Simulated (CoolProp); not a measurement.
Vapour-liquid equilibrium of R114 (1) + R113 (2) at 0.613 MPa; x and y are mole fractions of (1).

Model: multi-fluid Helmholtz-energy mixture model, Platzer 1990 and Marx 1992; pair parameters Bell 2016, in CoolProp. This equation is an older, rougher fit; its heat capacities, sound speeds and derivatives of the liquid may be far off and weren't checked against measurements.

Give the bubble temperature and the first vapour's composition at x = 0.125, 0.65, 0.8. Is there an azeotrope?

x = 0.125: 378.4 K, y = 0.270; x = 0.65: 348.3 K, y = 0.845; x = 0.8: 342.3 K, y = 0.922. No azeotrope shows between x = 0.05 and 0.95.

The pair parameters rest on a limited set of measurements; away from them the model extrapolates.
